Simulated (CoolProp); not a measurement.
Saturated liquid density (kg/m³) of 1,2-dichloroethane: the reference equation beside estimates from Tc = 561.6 K, pc = 52.26 bar, ω = 0.269. Rackett uses Z = 0.29056 − 0.08775 ω.

Computed with CoolProp (reference Helmholtz-energy equation of state, Thol 2015).

```
T (K)  reference  Rackett  van der Waals  Soave-Redlich-Kwong  Peng-Robinson
-----  ---------  -------  -------------  -------------------  -------------
395.7       1091     1054          629.7                951.7           1078
404.7       1075     1038          620.6                936.3           1061
413.7       1059     1022          611.3                920.3           1043
422.7       1042     1006          601.6                903.4           1024
431.7       1024    989.3          591.6                885.8           1005
440.6       1006    972.2          581.3                867.5          984.3
449.6      987.5    954.3          570.4                848.0          962.4
458.6      968.1    935.7          559.1                827.4          939.1
467.6      947.9    916.2          547.3                805.6          914.5
476.6      926.9    895.9          534.8                782.5          888.1
485.6      904.9    874.4          521.7                757.8          859.9
494.6      881.6    851.7          507.7                731.4          829.4
```

Absolute difference from the reference over all 12 rows, mean and median: Rackett 3.4 and 3.4 %, van der Waals 42.3 and 42.3 %, Soave-Redlich-Kwong 14.3 and 13.9 %, Peng-Robinson 2.8 and 2.3 %.
